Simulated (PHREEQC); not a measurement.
Buffer: an equilibrium model

Dissolve 0.12 mol NH4Cl and 0.02 mol NH3 per kg of water at 25 °C. Closed to the air; pH follows from the charge balance.

Computed with PHREEQC (ion-association model, wateq4f.dat).

No solid was allowed to form.

Q: Estimate the pH.

A: pH 8.58.

Q: In which forms is N present?

A: NH4+ 86 %, NH3 14 % of the N.
